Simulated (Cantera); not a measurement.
An adiabatic, constant-volume homogeneous reactor starts with C₃H₈ : O₂ : N₂ = 1 : 8.62 : 22.4 (molar parts), equivalence ratio 0.58, at 1823 K and 1.01 bar. Integrator tolerance rtol = 1e-08.

Computed with Cantera and GRI-Mech 3.0 (53 species, 325 reactions). GRI-Mech 3.0 was tuned for natural gas; its chemistry of propane as a main component is partial and can be far from experiment.

| quantity | before | after |
|---|---|---|
| time of steepest temperature rise | 8.92 µs | 0.167 ms |
| temperature at 8.00 s | 2929 K | 2806 K |
| equilibrium temperature | 2929 K | 2806 K |
| x(C₃H₈) at 8.00 s | <1e-12 (gas-phase equilibrium <1e-12) | <1e-12 (gas-phase equilibrium <1e-12) |
| x(O₂) at 8.00 s | 0.0960 (gas-phase equilibrium 0.0960) | 0.0979 (gas-phase equilibrium 0.0979) |
| x(CH₃) at 8.00 s | <1e-12 (gas-phase equilibrium <1e-12) | <1e-12 (gas-phase equilibrium <1e-12) |
| x(CO₂) at 8.00 s | 0.0535 (gas-phase equilibrium 0.0535) | 0.0659 (gas-phase equilibrium 0.0659) |
| x(H₂) at 8.00 s | 0.00761 (gas-phase equilibrium 0.00761) | 0.00485 (gas-phase equilibrium 0.00485) |
| x(CH₂) at 8.00 s | <1e-12 (gas-phase equilibrium <1e-12) | <1e-12 (gas-phase equilibrium <1e-12) |

Q: What was changed between the two runs?
A) pressure from 1.01 bar to 1.70 bar
B) initial temperature 1823 to 1400 K
C) initial temperature 1823 to 1725 K
D) C3H8 1 to 1.7 parts

A: B, initial temperature 1823 to 1400 K
